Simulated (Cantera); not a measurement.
Charge: 1 mol Ta2O5, 2 mol CO, 11 mol H2, equilibrated at 2325 °C and 0.0133 bar.

Cantera equilibrium calculation (NASA polynomials, part measured and part estimated; ideal gas, pure solids and liquids). Candidate condensed phases: C, C6H6, C7H8, C8H18, H2O, Ta, TaC, Ta2O5; 113 gas species. Rates play no part.

Base state: H2 0.547, H 0.244, CO 0.126, TaO2 0.0512, H2O 0.0255, TaO 0.00279, OH 0.00262, CO2 0.000905 (mole fractions); condensed: Ta2O5(l).

Question: What changes in the equilibrium state with this change: temperature from 2325 °C to 1475 °C?

Answer: 
```
species          before    after
-------------  --------  -------
H2                0.547    0.844
CO                0.126    0.153
H                 0.244  0.00182
TaO2             0.0512  3.24e-7
H2O              0.0255  0.00106
O              0.000757    <1e-9
TaO             0.00279  2.63e-8
Ta2O5(l), mol     0.573        0
TaC(s), mol           0  0.00414
Ta2O5(s), mol         0    0.998
```
Mutual solubility and eutectic melting of coexisting phases are not modelled. TaC: taken at fixed stoichiometry. Condensed phases not in the tables: Ta2C.

Question: What changes in the equilibrium state with this change: H2 from 11 to 1 mol?

Answer: 
```csv
species,before,after
CO,0.126,0.580
H2,0.547,0.204
H,0.244,0.149
H2O,0.0255,0.0139
TaO2,0.0512,0.0423
CO2,0.000905,0.00612
O2,1.44e-5,3.08e-5
"Ta2O5(l), mol",0.573,0.925
```
